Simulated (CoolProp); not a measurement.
Vapour-liquid equilibrium of benzene (1) + n-octane (2) at 575 kPa; x and y are mole fractions of (1).

Model: multi-fluid Helmholtz-energy mixture model, Thol 2012 and Beckmüller 2019; pair parameters Bell 2016, in CoolProp.

| x | bubble temperature (°C) | y at the bubble point | dew temperature at overall composition x (°C) | liquid density (mol/L) |
|---|---|---|---|---|
| 0.05 | 198.0 | 0.108 | 200.3 | 4.776 |
| 0.15 | 189.8 | 0.299 | 196.3 | 5.099 |
| 0.25 | 182.4 | 0.454 | 192.0 | 5.443 |
| 0.35 | 175.9 | 0.576 | 187.5 | 5.811 |
| 0.45 | 170.2 | 0.674 | 182.6 | 6.208 |
| 0.55 | 165.4 | 0.753 | 177.3 | 6.641 |
| 0.65 | 161.1 | 0.818 | 171.7 | 7.121 |
| 0.75 | 157.4 | 0.875 | 165.5 | 7.657 |
| 0.85 | 154.0 | 0.927 | 159.0 | 8.265 |
| 0.95 | 150.9 | 0.976 | 152.5 | 8.961 |

No azeotrope shows between x = 0.05 and 0.95.

The pair parameters rest on a limited set of measurements; away from them the model extrapolates.
